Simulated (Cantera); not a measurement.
What does this Cantera script print?

```python
import numpy as np
import cantera as ct

gas = ct.Solution("gri30.yaml", transport_model="mixture-averaged")
show = ['CH4', 'H2', 'CH3']

rows = []
print(f"{'T/K':>7s}{'rho':>11s}{'cp':>10s}{'mu':>11s}{'lambda':>11s}{'Pr':>7s}" + "".join(f"{'D_' + s:>11s}" for s in show))
for T in [400, 500, 600, 700, 800, 900, 1000, 1100]:
    gas.TPX = T, 26000, {'CO2': 0.65, 'C2H4': 0.57}
    Pr = gas.cp_mass * gas.viscosity / gas.thermal_conductivity
    D = [gas.mix_diff_coeffs_mole[gas.species_index(s)] for s in show]
    rows.append([gas.density, gas.cp_mass, gas.viscosity, gas.thermal_conductivity, Pr, *D])
    print(f"{T:7g}{gas.density:11.4e}{gas.cp_mass:10.1f}{gas.viscosity:11.4e}"
          f"{gas.thermal_conductivity:11.4e}{Pr:7.3f}" + "".join(f"{d:11.4e}" for d in D))
print("SI units: kg/m3, J/kg/K, Pa s, W/m/K, m2/s")
```

Result:

```
    T/K        rho        cp         mu     lambda     Pr      D_CH4       D_H2      D_CH3
    400 2.8577e-01    1274.5 1.6896e-05 2.8925e-02  0.744 1.1394e-04 4.1325e-04 1.1455e-04
    500 2.2862e-01    1446.4 2.0589e-05 3.9719e-02  0.750 1.7076e-04 6.0612e-04 1.7173e-04
    600 1.9052e-01    1596.9 2.3979e-05 5.0664e-02  0.756 2.3607e-04 8.2609e-04 2.3749e-04
    700 1.6330e-01    1721.4 2.7124e-05 6.1482e-02  0.759 3.0924e-04 1.0714e-03 3.1116e-04
    800 1.4289e-01    1822.0 3.0067e-05 7.2053e-02  0.760 3.8977e-04 1.3406e-03 3.9224e-04
    900 1.2701e-01    1907.7 3.2842e-05 8.2326e-02  0.761 4.7724e-04 1.6326e-03 4.8033e-04
   1000 1.1431e-01    1994.4 3.5476e-05 9.2286e-02  0.767 5.7134e-04 1.9465e-03 5.7509e-04
   1100 1.0392e-01    2061.3 3.7988e-05 1.0193e-01  0.768 6.7180e-04 2.2814e-03 6.7625e-04
SI units: kg/m3, J/kg/K, Pa s, W/m/K, m2/s
```

Model: GRI-Mech 3.0 (53 species, 325 reactions), integrated in Cantera. The composition is frozen, though it would react at the higher temperatures.
